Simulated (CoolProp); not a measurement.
A single-stage vapour-compression cycle with R507A: evaporating at 234.15 K (dew point), condensing at 271.15 K (bubble point), superheat 5 K, subcooling 2 K, compressor efficiency 0.9, no pressure losses. Each further row changes one setting.

The numbers come from the reference Helmholtz-energy equation of state, Lemmon 2003 in CoolProp. It is a pseudo-pure fit of the blend.

```json
[
 {"case": "as stated", "cooling COP": "4.83", "pressure ratio": "4.04", "discharge temperature (K)": "286.2", "refrigerating effect (kJ/kg)": "150", "volumetric capacity (kJ/m³)": "1150"},
 {"case": "evaporating temperature 239.15 K", "cooling COP": "5.84", "pressure ratio": "3.25", "discharge temperature (K)": "284.3", "refrigerating effect (kJ/kg)": "153", "volumetric capacity (kJ/m³)": "[?]"},
 {"case": "condensing temperature 266.15 K", "cooling COP": "5.75", "pressure ratio": "[?]", "discharge temperature (K)": "280.3", "refrigerating effect (kJ/kg)": "157", "volumetric capacity (kJ/m³)": "1200"},
 {"case": "subcooling 7 K", "cooling COP": "5.05", "pressure ratio": "4.04", "discharge temperature (K)": "286.2", "refrigerating effect (kJ/kg)": "157", "volumetric capacity (kJ/m³)": "1200"},
 {"case": "superheat 15 K", "cooling COP": "[?]", "pressure ratio": "4.04", "discharge temperature (K)": "296.4", "refrigerating effect (kJ/kg)": "158", "volumetric capacity (kJ/m³)": "1150"},
 {"case": "compressor efficiency 0.8", "cooling COP": "4.30", "pressure ratio": "4.04", "discharge temperature (K)": "290.2", "refrigerating effect (kJ/kg)": "150", "volumetric capacity (kJ/m³)": "1150"}
]
```

**Question.** Complete the blanks.

**Answer.** 
- evaporating temperature 239.15 K, volumetric capacity (kJ/m³): 1440
- condensing temperature 266.15 K, pressure ratio: 3.43
- superheat 15 K, cooling COP: 4.84
